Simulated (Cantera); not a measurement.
**Thermodynamics of carbon deposition, reforming and gasification, feed CO + O2 + N2**

Charge: 1 mol CO, 0.017 mol O2, 14 mol N2, at 13.3 mbar.

Method: chemical equilibrium by Gibbs-energy minimisation in Cantera with the NASA 1993 tables (ideal gas, pure condensed phases). Candidate condensed phases: C; 24 gas species. Equilibrium is a limit: real reactors are often held back by kinetics, nucleation or transport.

| T (K) | x N2 | x CO | x CO2 | x O | x NO | x O2 | n C(graphite) |
|---|---|---|---|---|---|---|---|
| 700 | 0.954 | 0.0214 | 0.0245 | <1e-12 | <1e-12 | <1e-12 | 0.326 |
| 900 | 0.933 | 0.0644 | 0.00227 | <1e-12 | <1e-12 | <1e-12 | 0 |
| 1100 | 0.933 | 0.0644 | 0.00227 | <1e-12 | <1e-12 | <1e-12 | 0 |
| 1300 | 0.933 | 0.0644 | 0.00227 | <1e-12 | 4.38e-11 | <1e-12 | 0 |
| 1500 | 0.933 | 0.0644 | 0.00227 | 5.24e-11 | 4.34e-9 | 2.23e-12 | 0 |
| 1700 | 0.933 | 0.0644 | 0.00227 | 8.10e-9 | 1.44e-7 | 4.38e-10 | 0 |
| 1900 | 0.933 | 0.0644 | 0.00226 | 4.31e-7 | 2.27e-6 | 2.79e-8 | 0 |
| 2100 | 0.933 | 0.0644 | 0.00223 | 1.06e-5 | 2.08e-5 | 7.73e-7 | 0 |
| 2300 | 0.933 | 0.0647 | 0.00200 | 0.000134 | 0.000116 | 9.68e-6 | 0 |
| 2500 | 0.932 | 0.0654 | 0.00117 | 0.000717 | 0.000312 | 3.26e-5 | 0 |
x: gas mole fraction; n: condensed amount in mol.

At 700 K the condensed part is C(graphite). From 900 K to 2500 K nothing is condensed. The main C-bearing gas is CO2 at 700 K and CO at 2500 K.
